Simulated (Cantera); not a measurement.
# Ignition delay

Mixture: 5.07 % CH₄, 19.1 % O₂, 72.0 % N₂, 3.85 % CO₂, at 750 Torr, adiabatic and at constant volume. Ignition delay is the time to a rise of 400 K.

Computed with Cantera and GRI-Mech 3.0 (53 species, 325 reactions).

```
T0 (K)  delay (ms)
------  ----------
1100           154
1175          48.8
1250          16.9
1325          6.40
1400          2.66
1475          1.22
1550         0.618
```

```yaml
apparent activation energy between 1400 and 1550 K: 180 kJ/mol
```
